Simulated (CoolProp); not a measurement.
R123 along the isotherm 500 K: density (kg/m³) from the reference equation and from simpler models built on Tc = 456.8 K, pc = 36.62 bar, ω = 0.282; each cubic takes its own stable root.

Computed with CoolProp (reference Helmholtz-energy equation of state, Younglove 1994). It is a modified Benedict-Webb-Rubin equation, recast in Helmholtz form.

```csv
p (bar),phase,reference,van der Waals,Redlich-Kwong
3.92,gas,14.82,14.81,14.84
7.85,gas,30.56,30.50,30.65
11.8,gas,47.41,(withheld),(withheld)
15.7,gas,65.22,65.01,65.62
19.6,gas,(withheld),(withheld),85.08
23.5,gas,105.2,105.0,106.3
27.5,gas,128.6,(withheld),130.3
31.4,gas,153.9,154.7,156.4
35.3,gas,182.1,184.8,186.0
39.2,supercritical,214.2,220.8,220.2
43.2,supercritical,252.3,267.6,261.6
47.1,supercritical,295.9,328.9,310.2
51,supercritical,347.9,403.2,368.1
54.9,supercritical,409.3,(withheld),431.4
```

Task: Fill in the missing entries.

Result: 
- 11.8, van der Waals: 47.28
- 11.8, Redlich-Kwong: 47.62
- 19.6, reference: 84.40
- 19.6, van der Waals: 84.15
- 27.5, van der Waals: 128.7
- 54.9, van der Waals: 463.7
